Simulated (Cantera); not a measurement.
Input (Python, Cantera):

```python
import numpy as np
import cantera as ct

gas = ct.Solution("gri30.yaml")
gas.TPX = 1400, 13332, {'CH4': 1, 'H2O': 0.87}
inlet = ct.Reservoir(gas, clone=True)

reactor = ct.IdealGasConstPressureReactor(gas, energy="off", clone=False)
exhaust = ct.Reservoir(gas, clone=True)
tau = [5.5, 2.1, 0.81, 0.31, 0.12, 0.046, 0.018, 0.0068, 0.0026][0]
for a, b in ((inlet, reactor), (reactor, exhaust)):
    ct.MassFlowController(a, b, mdot=lambda t: reactor.mass / tau)
net = ct.ReactorNet([reactor])
show = ['CH4', 'H2O', 'CO2', 'CH2O', 'C2H2', 'H']

rows = []
print(f"{'tau/s':>10s}{'T/K':>9s}" + "".join(f"{s:>11s}" for s in show))
for tau in [5.5, 2.1, 0.81, 0.31, 0.12, 0.046, 0.018, 0.0068, 0.0026]:
    net.initial_time = 0.0
    net.advance(30 * tau)
    before = gas.X
    net.advance(40 * tau)
    drift = np.max(np.abs(gas.X - before) / (gas.X + 1e-9))
    rows.append([gas.T, *gas[show].X, drift])
    print(f"{tau:10.3e}{gas.T:9.1f}" + "".join(f"{x:11.3e}" for x in gas[show].X))
```

Output:

```
     tau/s      T/K        CH4        H2O        CO2       CH2O       C2H2          H
 5.500e+00   1400.0  3.814e-01  4.161e-01  4.023e-04  5.874e-07  4.594e-02  2.045e-06
 2.100e+00   1400.0  4.524e-01  4.405e-01  5.374e-05  9.221e-07  2.377e-02  1.155e-06
 8.100e-01   1400.0  4.964e-01  4.547e-01  5.533e-06  1.210e-06  9.583e-03  5.665e-07
 3.100e-01   1400.0  5.197e-01  4.617e-01  4.777e-07  1.277e-06  2.627e-03  2.289e-07
 1.200e-01   1400.0  5.297e-01  4.643e-01  3.669e-08  1.013e-06  4.295e-04  8.106e-08
 4.600e-02   1400.0  5.332e-01  4.651e-01  1.751e-09  5.429e-07  3.792e-05  3.077e-08
 1.800e-02   1400.0  5.343e-01  4.652e-01  5.100e-11  1.924e-07  2.449e-06  1.651e-08
 6.800e-03   1400.0  5.346e-01  4.652e-01  8.398e-13  4.532e-08  1.290e-07  1.187e-08
 2.600e-03   1400.0  5.347e-01  4.652e-01  7.905e-15  7.351e-09  5.727e-09  1.002e-08
```

Model: GRI-Mech 3.0 (53 species, 325 reactions), integrated in Cantera.
